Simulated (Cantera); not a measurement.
Input: 1 mol H2S, 0.57 mol H2O, 1.1 mol N2, at 500 °C and 98.0 Pa.

These are equilibrium values from Cantera (NASA tables, ideal gas, pure condensed phases), not measurements of a reactor. Candidate condensed phases: H2O, H2SO4, S; 35 gas species. Gases not in the tables: S3 to S7. The numbers say what is thermodynamically allowed, not how fast it happens.

What is the equilibrium state?


| Quantity | Result |
|---|---|
| x(N2) | 0.406 |
| x(H2S) | 0.341 |
| x(H2O) | 0.210 |
| x(H2) | 0.0286 |
| x(S2) | 0.0143 |
| x(SO2) | 1.76e-5 |
| x(S2O) | 2.05e-6 |
| x(SH) | 1.18e-6 |
| gas amount | 2.709 mol |
| log10 activity of S(l) (absent) | -1.98 |
| log10 activity of H2SO4(l) (absent) | -24.57 |
